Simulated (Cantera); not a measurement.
A closed system holds: 1 mol CH3F, 2.2 mol F2, 1.2 mol H2, held at 9.60 Pa.

Equilibrium computed with Cantera from the NASA thermochemical tables; the gas is ideal and each condensed phase is pure. Candidate condensed phases: C, C6H6, C7H8, C8H18; 95 gas species. Equilibrium is a limit: real reactors are often held back by kinetics, nucleation or transport.

### Question
Which condensed phases are stable at each of these points (T (K)): 823, 1023, 1223, 1423, 1623, 1823, 2023, 2223, 2423, 2623, 2823, 3023, 3223?

### Answer
| T (K) | condensed phases | C condensed (%) |
|---|---|---|
| 823 | C(graphite) | 100.0 |
| 1023 | C(graphite) | 100.0 |
| 1223 | C(graphite) | 100.0 |
| 1423 | C(graphite) | 100.0 |
| 1623 | C(graphite) | 100.0 |
| 1823 | C(graphite) | 100.0 |
| 2023 | C(graphite) | 100.0 |
| 2223 | C(graphite) | 99.8 |
| 2423 | C(graphite) | 95.7 |
| 2623 | C(graphite) | 16.1 |
| 2823 | gas only | 0.0 |
| 3023 | gas only | 0.0 |
| 3223 | gas only | 0.0 |

From 823 K to 2623 K the condensed part is C(graphite). From 2823 K to 3223 K nothing is condensed.
